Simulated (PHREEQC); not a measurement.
A column of 0.1 m (30 cells, dispersivity 0.0035 m, 300 s a shift, diffusion coefficient 3e-10 m²/s) holds 0.016 eq of the database's cation exchanger X per kg of pore water, first in equilibrium with 68 mmol/kgw MgSO4 and 0.01 mmol/kgw HCl. It is flushed with 0.0026 mol ZnSO4, 0.014 mol NaCl and 1e-05 mol HCl per kg of water, at 25 °C. Values are for the last cell. The system is closed to CO2. No solid was allowed to form.

The series has 31 steps of pore volumes, from 0 to 4.017.

The numbers come from PHREEQC with the ion-association model, phreeqc.dat.

Problem. After how many pore volumes does Na at the outlet first reach half of its feed value?

Solution. By 1.1 pore volumes.

Problem. After how many pore volumes does Zn at the outlet first reach half of its feed value?

Solution. By 3.8 pore volumes.
